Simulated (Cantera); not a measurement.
Gas mixture: O₂ = 0.75 (molar parts), at 0.133 bar, frozen composition.

Cantera's kinetic-theory transport with the Lennard-Jones parameters of GRI-Mech 3.0, ideal gas; thermal conductivity in the mixture-averaged form.

D: mixture-averaged diffusion coefficient of that species in the mixture.

```json
[
 {"T (K)": "400", "ρ (kg/m³)": "0.128", "cp (J/kg/K)": "941.4", "μ (µPa s)": "25.6", "λ (mW/m/K)": "(withheld)", "Pr": "0.713", "D (cm²/s) N₂": "2.62", "D (cm²/s) H": "16.1", "D (cm²/s) CO₂": "2.01"},
 {"T (K)": "600", "ρ (kg/m³)": "0.0855", "cp (J/kg/K)": "1003", "μ (µPa s)": "34.1", "λ (mW/m/K)": "(withheld)", "Pr": "0.709", "D (cm²/s) N₂": "5.25", "D (cm²/s) H": "32.6", "D (cm²/s) CO₂": "4.11"},
 {"T (K)": "800", "ρ (kg/m³)": "0.0641", "cp (J/kg/K)": "1055", "μ (µPa s)": "41.4", "λ (mW/m/K)": "(withheld)", "Pr": "0.710", "D (cm²/s) N₂": "8.53", "D (cm²/s) H": "53.1", "D (cm²/s) CO₂": "6.74"},
 {"T (K)": "1000", "ρ (kg/m³)": "0.0513", "cp (J/kg/K)": "1090", "μ (µPa s)": "47.9", "λ (mW/m/K)": "(withheld)", "Pr": "0.710", "D (cm²/s) N₂": "12.4", "D (cm²/s) H": "77.3", "D (cm²/s) CO₂": "9.85"},
 {"T (K)": "1200", "ρ (kg/m³)": "0.0428", "cp (J/kg/K)": "1114", "μ (µPa s)": "54.0", "λ (mW/m/K)": "(withheld)", "Pr": "0.708", "D (cm²/s) N₂": "16.8", "D (cm²/s) H": "105", "D (cm²/s) CO₂": "13.4"},
 {"T (K)": "1400", "ρ (kg/m³)": "0.0366", "cp (J/kg/K)": "1134", "μ (µPa s)": "59.7", "λ (mW/m/K)": "(withheld)", "Pr": "0.707", "D (cm²/s) N₂": "21.7", "D (cm²/s) H": "136", "D (cm²/s) CO₂": "17.3"},
 {"T (K)": "1600", "ρ (kg/m³)": "0.0321", "cp (J/kg/K)": "1151", "μ (µPa s)": "65.1", "λ (mW/m/K)": "(withheld)", "Pr": "0.707", "D (cm²/s) N₂": "27.1", "D (cm²/s) H": "169", "D (cm²/s) CO₂": "21.7"}
]
```

Q: Some entries are withheld; supply them.

A: 
- 400, λ (mW/m/K): 33.9
- 600, λ (mW/m/K): 48.2
- 800, λ (mW/m/K): 61.4
- 1000, λ (mW/m/K): 73.6
- 1200, λ (mW/m/K): 84.9
- 1400, λ (mW/m/K): 95.7
- 1600, λ (mW/m/K): 106
